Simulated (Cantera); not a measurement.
What does this Cantera script print?

```python
import numpy as np
import cantera as ct

gas_names = """
    TiO CO2
""".split()
cond_names = """
    TiO2(ru) TiO2(L) C(gr) TiC(s) TiC(L) Ti3O5(a) Ti3O5(b) Ti3O5(L)
""".split()


def load(file, names, dense=False):
    # The tables refer to 1 bar. Condensed volumes are neglected.
    table = {s.name: s for s in ct.Species.list_from_file(file)}
    out = []
    for n in names:
        d = dict(table[n].input_data)
        d["thermo"] = dict(d["thermo"], **{"reference-pressure": 1e5})
        if dense:
            d["equation-of-state"] = {"model": "constant-volume", "density": "1e6 g/cm^3"}
        out.append(ct.Species.from_dict(d))
    return out


species = {s.name: s for s in load("nasa_gas.yaml", gas_names) + load("nasa_condensed.yaml", cond_names)}
# Each term lists the table entries of one substance; the one whose range holds T is used.
reactions = {
    '2 TiO(g) + CO2(g) = 2 TiO2 + C':
        [(-2, ['TiO']), (-1, ['CO2']), (2, ['TiO2(ru)', 'TiO2(L)']), (1, ['C(gr)'])],
    '11 TiO2 + TiC = 4 Ti3O5 + CO2(g)':
        [(-11, ['TiO2(ru)', 'TiO2(L)']), (-1, ['TiC(s)', 'TiC(L)']), (4, ['Ti3O5(a)', 'Ti3O5(b)', 'Ti3O5(L)']), (1, ['CO2'])],
}


def pick(names, T):
    return next(species[n] for n in names if species[n].thermo.min_temp <= T <= species[n].thermo.max_temp)


results = []
for label, terms in reactions.items():
    print(label)
    print("     T/K   dH/kJ  dS/(J/K)   dG/kJ   log10 K")
    for T in [700, 900, 1100, 1300, 1500, 1700, 1900, 2100, 2300]:
        used = [(nu, pick(names, T)) for nu, names in terms]
        dH = sum(nu * s.thermo.h(T) for nu, s in used) / 1e6
        dS = sum(nu * s.thermo.s(T) for nu, s in used) / 1e3
        dG = dH - T * dS / 1e3
        logK = -dG * 1e6 / (ct.gas_constant * T * np.log(10))
        results.append((label, T, dH, dS, dG, logK, [s.name for _, s in used]))
        print(f"{T:8g} {dH:8.1f} {dS:8.1f} {dG:8.1f} {logK:8.2f}")
```

Output:

```
2 TiO(g) + CO2(g) = 2 TiO2 + C
     T/K   dH/kJ  dS/(J/K)   dG/kJ   log10 K
     700  -1592.0   -548.4  -1208.1    90.15
     900  -1584.0   -538.4  -1099.4    63.81
    1100  -1575.6   -530.0   -992.6    47.13
    1300  -1567.1   -522.9   -887.3    35.65
    1500  -1558.5   -516.7   -783.4    27.28
    1700  -1549.7   -511.2   -680.6    20.91
    1900  -1540.7   -506.2   -578.9    15.91
    2100  -1531.7   -501.7   -478.1    11.89
    2300  -1381.6   -431.5   -389.1     8.84
11 TiO2 + TiC = 4 Ti3O5 + CO2(g)
     T/K   dH/kJ  dS/(J/K)   dG/kJ   log10 K
     700    402.3    281.8    205.0   -15.30
     900    401.3    280.5    148.9    -8.64
    1100    404.6    283.7     92.5    -4.39
    1300    413.5    291.1     35.1    -1.41
    1500    428.4    301.7    -24.1     0.84
    1700    449.7    315.0    -85.8     2.64
    1900    477.4    330.4   -150.3     4.13
    2100   1198.8    682.6   -234.8     5.84
    2300    462.6    337.2   -312.8     7.10
```

Standard-state values (1 bar) from the NASA 1993 polynomials, evaluated with Cantera. TiC: taken at fixed stoichiometry. Condensed species are held in their standard states even where they would react or evaporate.
